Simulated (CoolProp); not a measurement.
The numbers come from the reference Helmholtz-energy equation of state, Lemmon 2006 in CoolProp. It is a short technical equation, of lower accuracy than the large ones.

For toluene, give the phase and the density (kg/m³), isothermal compressibility (1/MPa), expansivity (1/kK), viscosity (µPa s) at 242.6 K and 2.97 MPa.


- 242.6 K and 2.97 MPa: liquid; density 915, isothermal compressibility 0.000618, expansivity 1.00, viscosity 1340

Viscosity comes from a separate model (Avgeri 2015).
